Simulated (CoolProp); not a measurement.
Vapour-liquid equilibrium of R114 (1) + R113 (2) at 110.85 °C; x and y are mole fractions of (1).

The numbers come from the multi-fluid Helmholtz-energy mixture model, Platzer 1990 and Marx 1992; pair parameters Bell 2016 in CoolProp. This equation is an older, rougher fit; its heat capacities, sound speeds and derivatives of the liquid may be far off and weren't checked against measurements.

```tsv
x	bubble pressure (kPa)	y at the bubble point	dew pressure at overall composition x (kPa)	liquid density (mol/L)
0.05	610.8	0.117	580.0	7.124
0.15	717.0	0.306	626.9	7.102
0.25	826.3	0.451	681.9	7.074
0.35	938.4	0.566	747.0	7.039
0.45	1053	0.660	825.4	6.995
0.55	1170	0.739	921.0	6.942
0.65	1291	0.807	1040	6.876
0.75	1415	0.867	1189	6.795
0.85	1545	0.922	1379	6.696
0.95	1682	0.974	1616	6.573
```

No azeotrope shows between x = 0.05 and 0.95.

Pair parameters are fitted to limited data, so mixtures are less certain than the pure fluids.
